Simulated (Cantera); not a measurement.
A freely propagating, adiabatic, planar premixed flame of CH4 : C2H6 : O2 : N2 = 1 : 0.24 : 2.37 : 8.9 (molar parts), unburnt at 398 K and 1.00 atm; mixture-averaged transport, grid criteria slope 0.08 and curve 0.16, no radiation.

Computed with Cantera and GRI-Mech 3.0 (53 species, 325 reactions). Burning velocities carry a grid error of a few per cent, more on coarse grids.

x: mole fraction of selected species; z is measured from the peak of heat release.

| z (mm) | T (K) | u (m/s) | x CH4 | x C2H6 | x O2 | x NO2 | x NO | x C2H |
|---|---|---|---|---|---|---|---|---|
| -1.15 | 398 | 0.589 | 0.0798 | 0.0192 | 0.189 | <1e-8 | <1e-8 | <1e-8 |
| -0.763 | 400 | 0.593 | 0.0795 | 0.0191 | 0.189 | <1e-8 | <1e-8 | <1e-8 |
| -0.573 | 411 | 0.611 | 0.0787 | 0.0190 | 0.187 | 3.45e-8 | 2.43e-8 | <1e-8 |
| -0.382 | 498 | 0.749 | 0.0743 | 0.0184 | 0.180 | 3.36e-7 | 3.16e-7 | <1e-8 |
| -0.191 | 992 | 1.53 | 0.0517 | 0.0126 | 0.138 | 4.34e-7 | 5.05e-6 | <1e-8 |
| -0.0954 | 1430 | 2.24 | 0.0293 | 0.00502 | 0.0927 | 8.82e-8 | 1.15e-5 | 2.73e-8 |
| 0 | 1807 | 2.86 | 0.00783 | 0.000287 | 0.0448 | 1.09e-8 | 2.18e-5 | 1.02e-6 |
| 0.0954 | 1968 | 3.11 | 0.000750 | 1.42e-6 | 0.0179 | <1e-8 | 3.62e-5 | 1.05e-6 |
| 0.191 | 2010 | 3.17 | 3.97e-5 | <1e-8 | 0.00856 | <1e-8 | 4.72e-5 | 1.26e-7 |
| 0.382 | 2043 | 3.21 | (withheld) | <1e-8 | (withheld) | <1e-8 | (withheld) | <1e-8 |
| 0.763 | 2081 | 3.26 | <1e-8 | <1e-8 | (withheld) | <1e-8 | 6.12e-5 | <1e-8 |
| 1.53 | 2125 | 3.32 | <1e-8 | <1e-8 | 0.00211 | <1e-8 | 6.63e-5 | <1e-8 |
| 3.05 | 2165 | 3.37 | <1e-8 | <1e-8 | 0.00114 | <1e-8 | 7.23e-5 | <1e-8 |

**Question.** Complete the blanks.

**Answer.** 
- 0.382, x CH4: 1.14e-7
- 0.382, x O2: 0.00455
- 0.382, x NO: 5.60e-5
- 0.763, x O2: 0.00320
